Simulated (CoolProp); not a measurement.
A single-stage vapour-compression cycle with the fluid: evaporating at 238.15 K (dew point), condensing at 297.15 K (bubble point), superheat 0 K, subcooling 0 K, compressor efficiency 0.75, no pressure losses. The same conditions are run with several fluids, on thermodynamics alone (safety and materials aside).

Computed with CoolProp (reference Helmholtz-energy equation of state of each fluid (trans-2-butene: Lemmon 2005; R404A: Lemmon 2003; R507A: Lemmon 2003; sulfur hexafluoride: Guder 2009; R125: Lemmon 2005; hydrogen chloride: Thol 2018)). Blends and air are pseudo-pure fits.

```
fluid                cooling COP  pressure ratio  discharge temperature (K)  refrigerating effect (kJ/kg)  volumetric capacity (kJ/m³)
-------------------  -----------  --------------  -------------------------  ----------------------------  ---------------------------
trans-2-butene                 …            11.2                      326.0                           306                          178
R404A                       2.07            7.47                      318.7                             …                          963
R507A                       2.08               …                      317.1                           108                         1000
sulfur hexafluoride         1.60               …                      305.6                          44.0                         1490
R125                           …            7.26                      310.8                          83.4                          999
hydrogen chloride           2.02            5.08                          …                           261                            …
```

Question: What belongs in the gaps?

Answer: 
- trans-2-butene, cooling COP: 2.44
- R404A, refrigerating effect (kJ/kg): 112
- R507A, pressure ratio: 7.23
- sulfur hexafluoride, pressure ratio: 5.61
- R125, cooling COP: 1.97
- hydrogen chloride, discharge temperature (K): 409.2
- hydrogen chloride, volumetric capacity (kJ/m³): 5020
